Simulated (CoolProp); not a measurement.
Acetone along the isobar 21.4 MPa: Z from the reference equation and from simpler models built on Tc = 235.0 °C, pc = 4.692 MPa, ω = 0.307; each cubic takes its own stable root.

Computed with CoolProp (reference Helmholtz-energy equation of state, Lemmon 2006). It is a short technical equation, of lower accuracy than the large ones.

| T (°C) | phase | reference | van der Waals | Soave-Redlich-Kwong | Peng-Robinson |
|---|---|---|---|---|---|
| -1.55 | liquid | 0.6632 | 1.256 | 0.8511 | 0.7588 |
| 11.05 | liquid | 0.6433 | 1.212 | 0.8227 | 0.7331 |
| 23.65 | liquid | 0.6254 | 1.172 | 0.7973 | 0.7102 |
| 36.25 | liquid | 0.6094 | 1.135 | 0.7745 | 0.6897 |
| 48.75 | liquid | 0.5950 | 1.102 | 0.7544 | 0.6716 |
| 61.35 | liquid | 0.5820 | 1.071 | 0.7362 | 0.6553 |
| 73.95 | liquid | 0.5704 | 1.043 | 0.7201 | 0.6408 |
| 86.45 | liquid | 0.5601 | 1.018 | 0.7060 | 0.6282 |
| 99.05 | liquid | 0.5509 | 0.9944 | 0.6935 | 0.6171 |
| 111.65 | liquid | 0.5428 | 0.9728 | 0.6827 | 0.6075 |
